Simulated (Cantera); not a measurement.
Standard-state values (1 bar) from the NASA 1993 polynomials, evaluated with Cantera. Values are per mole of reaction as written; species without (g) are pure solids or liquids, kept so even where they would boil at 1 bar.

Al₂Cl₆(g) + 2 H₂(g) = 2 AlCl(g) + 4 HCl(g), with ΔH° = 823.5 kJ and ΔS° = 466.9 J/K at 300 K.

Task: How far is the shortcut ΔG° ≈ ΔH°(300 K) − T·ΔS°(300 K) from the full temperature-dependent value at 725, 800, 875, 950, 1025, 1100, 1175, 1250, 1325, 1400 K?

Result: 
| T (K) | shortcut (kJ) | full (kJ) | difference (kJ) | difference in log10 K |
|---|---|---|---|---|
| 725 | 485.0 | 493.1 | -8.1 | 0.58 |
| 800 | 450.0 | 460.9 | -10.9 | 0.71 |
| 875 | 415.0 | 428.9 | -13.9 | 0.83 |
| 950 | 380.0 | 397.2 | -17.2 | 0.95 |
| 1025 | 345.0 | 365.7 | -20.7 | 1.06 |
| 1100 | 309.9 | 334.4 | -24.5 | 1.16 |
| 1175 | 274.9 | 303.4 | -28.5 | 1.26 |
| 1250 | 239.9 | 272.5 | -32.6 | 1.36 |
| 1325 | 204.9 | 241.8 | -36.9 | 1.45 |
| 1400 | 169.9 | 211.2 | -41.3 | 1.54 |
The shortcut ignores the heat-capacity change of the reaction.
